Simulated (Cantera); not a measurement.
Source: NASA polynomial tables (part measured, part estimated), evaluated in Cantera. Values are per mole of reaction as written; species without (g) are pure solids or liquids, kept so even where they would boil at 1 bar. ZrN: taken at fixed stoichiometry.

### Question
Between 900 and 2400 K, where is each reaction favourable under standard conditions?
- H2(g) + N(g) + ZrO2 = 2 OH(g) + ZrN

### Answer
- H2(g) + N(g) + ZrO2 = 2 OH(g) + ZrN: ΔG° is 277 kJ at 900 K and 199 kJ at 2400 K; it stays positive (K < 1). ΔH° is 318 kJ and ΔS° 49 J/K at 2400 K.
